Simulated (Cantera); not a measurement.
A closed system holds: 1 mol SiO₂, 0.021 mol Si, a varied amount of N₂, at 1923.15 K and 13300 Pa.

Equilibrium computed with Cantera from the NASA thermochemical tables; the gas is ideal and each condensed phase is pure. Candidate condensed phases: Si, SiO₂, Si₂N₂O, Si₃N₄; 16 gas species. Mutual solubility and eutectic melting of coexisting phases are not modelled. The tables hold silica as quartz up to 1696 K and as liquid above; real silica turns to tridymite and cristobalite and melts near 1996 K. The numbers say what is thermodynamically allowed, not how fast it happens.

### Question
Which condensed phases are stable at each of these points (n(N₂) (mol)): 0.051, 0.081, 0.11, 0.14, 0.17, 0.2, 0.23, 0.26, 0.29?

### Answer
| n(N₂) (mol) | condensed phases | Si condensed (%) |
|---|---|---|
| 0.051 | SiO₂(condensed) + Si₂N₂O(s) | 98.8 |
| 0.081 | SiO₂(condensed) + Si₂N₂O(s) | 97.9 |
| 0.11 | SiO₂(condensed) + Si₂N₂O(s) | 97.0 |
| 0.14 | SiO₂(condensed) + Si₂N₂O(s) | 96.0 |
| 0.17 | SiO₂(condensed) | 95.9 |
| 0.2 | SiO₂(condensed) | 95.9 |
| 0.23 | SiO₂(condensed) | 95.9 |
| 0.26 | SiO₂(condensed) | 95.9 |
| 0.29 | SiO₂(condensed) | 95.9 |

From 0.051 mol N₂ to 0.14 mol N₂ the condensed part is SiO₂(condensed) + Si₂N₂O(s). From 0.17 mol N₂ to 0.29 mol N₂ the condensed part is SiO₂(condensed).
